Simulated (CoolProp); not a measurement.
A single-stage vapour-compression cycle with R410A: evaporating at 234.15 K (dew point), condensing at 256.15 K (bubble point), superheat 5 K, subcooling 2 K, compressor efficiency 0.7, no pressure losses. Each further row changes one setting.

Values from CoolProp's reference Helmholtz-energy equation of state, Lemmon 2003. It is a pseudo-pure fit of the blend.

```
case                              cooling COP  pressure ratio  discharge temperature (K)  refrigerating effect (kJ/kg)  volumetric capacity (kJ/m³)
--------------------------------  -----------  --------------  -------------------------  ----------------------------  ---------------------------
as stated                                6.78            2.45                      288.1                           238                         1690
evaporating temperature 239.15 K         9.12            1.97                      281.2                           240                         2100
condensing temperature 251.15 K          8.94            2.03                      277.6                           245                         1740
subcooling 7 K                           6.98            2.45                      288.1                           245                         1740
superheat 15 K                           6.67            2.45                      299.6                           246                         1660
compressor efficiency 0.6                5.81            2.45                      294.7                           238                         1690
```
